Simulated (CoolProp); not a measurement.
Vapour-liquid equilibrium of CF4 (R14) (1) + ethane (2) at 201.1 K; x and y are mole fractions of (1).

Model: multi-fluid Helmholtz-energy mixture model, Platzer 1990 and Bücker 2006; pair parameters Bell 2016, in CoolProp. This equation is an older, rougher fit; its heat capacities, sound speeds and derivatives of the liquid may be far off and weren't checked against measurements.

Problem. Give the bubble pressure and the first vapour's composition at x = 0.05, 0.35, 0.8. Is there an azeotrope?

Solution. x = 0.05: 0.5367 MPa, y = 0.565; x = 0.35: 1.166 MPa, y = 0.801; x = 0.8: 1.450 MPa, y = 0.894. No azeotrope shows between x = 0.05 and 0.95.

Pair parameters are fitted to limited data, so mixtures are less certain than the pure fluids. With so large a gap from Raoult's law the liquid may split in two, which this calculation doesn't test in full.
